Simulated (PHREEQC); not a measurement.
Solution (20 °C): 0.36 mol/kgw HF, 0.0047 mol/kgw NH4F, 0.019 mol/kgw (NH4)2SiF6 and 0.048 mol/kgw H3PO4. Closed to the air; pH follows from the charge balance.

All values are PHREEQC results (ion-association model, wateq4f.dat), not measurements.

This is a speciation only: nothing precipitates in the calculation.

Q: Predict the pH, ionic strength.

A: pH 1.70; ionic strength 0.0855 mol/kgw.

Q: In which forms is P present?

A: H3PO4 68 %, H2PO4- 32 % of the P.

Complexes and solids missing from the database can't appear. wateq4f.dat counts part of the HF as a dimer, H2F2, which phreeqc.dat doesn't know; its constant is uncertain. H3PO4, which wateq4f.dat lacks, is added to it with the constant of phreeqc.dat. SiF6-2 is the database's only silicon fluoride.
